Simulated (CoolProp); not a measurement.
n-hexane at 431.93 K and 2.94 MPa flows at 0.86 m/s in a round tube of 10 mm bore and 15 µm roughness, fully developed (64/Re and Nu = 3.66 if laminar; Colebrook and Gnielinski if turbulent). Each further row changes one setting.

Model: reference Helmholtz-energy equation of state, Thol 2019, in CoolProp.

| case | Reynolds number | Darcy friction factor | pressure drop (Pa/m) | heat-transfer coefficient (W/(m² K)) | mass flow (kg/h) |
|---|---|---|---|---|---|
| as stated | 43600 | 0.0257 | (withheld) | (withheld) | (withheld) |
| velocity 1.72 m/s | 87200 | 0.0240 | 1840 | (withheld) | 252 |
| diameter 20 mm | 87200 | 0.0216 | 207 | (withheld) | 504 |

Q: Complete the blanks.

A: 
- as stated, pressure drop (Pa/m): 493
- as stated, heat-transfer coefficient (W/(m² K)): 2190
- as stated, mass flow (kg/h): 126
- velocity 1.72 m/s, heat-transfer coefficient (W/(m² K)): 4190
- diameter 20 mm, heat-transfer coefficient (W/(m² K)): 1930

Viscosity comes from a separate model (Michailidou 2013). Thermal conductivity comes from a separate model (Assael 2013).
